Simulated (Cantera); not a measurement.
Input (Python, Cantera):

```python
import numpy as np
import cantera as ct

gas = ct.Solution("h2o2.yaml")
gas.TPX = 450, 840000, {'H2': 1, 'O2': 0.227, 'N2': 0.855}
flame = ct.FreeFlame(gas, width=0.009)
flame.set_refine_criteria(ratio=3, slope=0.08, curve=0.16)
flame.transport_model = "mixture-averaged"
flame.solve(loglevel=0, auto=True)
flame.transport_model = "multicomponent"
flame.soret_enabled = True
flame.solve(loglevel=0, refine_grid=True)
z, T = flame.grid, flame.T
thick = (T[-1] - T[0]) / np.gradient(T, z).max()
show = ['H2', 'O2', 'H2O2', 'OH', 'O', 'H2O']
print(f"laminar burning velocity  {flame.velocity[0] * 100:.3f} cm/s")
print(f"burnt temperature         {T[-1]:.1f} K")
print(f"thermal thickness         {thick * 1e3:.4f} mm")
print(f"grid points               {len(z)}")
z0 = z[flame.heat_release_rate.argmax()]
print(f"{'z/mm':>9s}{'T/K':>9s}{'u/(m/s)':>9s}" + "".join(f"{s:>11s}" for s in show))
rows = []
for k in (-3, -2, -1.5, -1, -0.5, -0.25, 0, 0.25, 0.5, 1, 2, 4, 8):
    zz = z0 + k * thick
    rows.append([k * thick, np.interp(zz, z, T), np.interp(zz, z, flame.velocity),
                 *(np.interp(zz, z, flame.X[gas.species_index(s)]) for s in show)])
    print(f"{rows[-1][0] * 1e3:9.3f}{rows[-1][1]:9.1f}{rows[-1][2]:9.3f}" + "".join(f"{x:11.3e}" for x in rows[-1][3:]))
```

Output:

```
laminar burning velocity  451.843 cm/s
burnt temperature         2136.4 K
thermal thickness         0.0276 mm
grid points               115
     z/mm      T/K  u/(m/s)         H2         O2       H2O2         OH          O        H2O
   -0.083    450.0    4.518  4.802e-01  1.090e-01  2.449e-10  9.964e-13  9.061e-11  5.631e-08
   -0.055    450.1    4.516  4.798e-01  1.091e-01  3.222e-09  1.210e-11  1.091e-09  6.429e-07
   -0.041    450.8    4.512  4.785e-01  1.094e-01  3.642e-08  1.190e-10  9.237e-09  5.913e-06
   -0.028    456.6    4.510  4.705e-01  1.111e-01  7.509e-07  5.801e-09  1.263e-07  9.640e-05
   -0.014    580.9    5.357  4.244e-01  1.169e-01  6.354e-05  5.820e-05  1.192e-05  7.053e-03
   -0.007    928.9    8.379  3.904e-01  1.025e-01  1.240e-04  7.481e-04  1.946e-04  4.324e-02
    0.000   1322.0   11.887  3.481e-01  7.136e-02  4.431e-05  1.303e-03  8.472e-04  1.064e-01
    0.007   1591.1   14.320  3.060e-01  3.799e-02  6.148e-06  2.024e-03  1.195e-03  1.693e-01
    0.014   1740.8   15.676  2.806e-01  1.678e-02  2.488e-06  2.356e-03  8.750e-04  2.091e-01
    0.028   1869.5   16.808  2.670e-01  2.990e-03  9.243e-07  2.374e-03  3.389e-04  2.358e-01
    0.055   1961.1   17.566  2.699e-01  2.208e-04  3.156e-07  2.031e-03  1.410e-04  2.424e-01
    0.110   2030.8   18.120  2.757e-01  2.890e-05  1.363e-07  1.464e-03  6.068e-05  2.444e-01
    0.221   2079.4   18.494  2.800e-01  9.264e-06  5.560e-08  9.160e-04  2.136e-05  2.459e-01
```

Computed with Cantera and the H2/O2 subset of GRI-Mech 3.0, which has no nitrogen chemistry. The hydrogen kinetics of GRI-Mech 3.0 are dated; newer H2 mechanisms differ, most at raised pressure. Burning velocities carry a grid error of a few per cent, more on coarse grids.
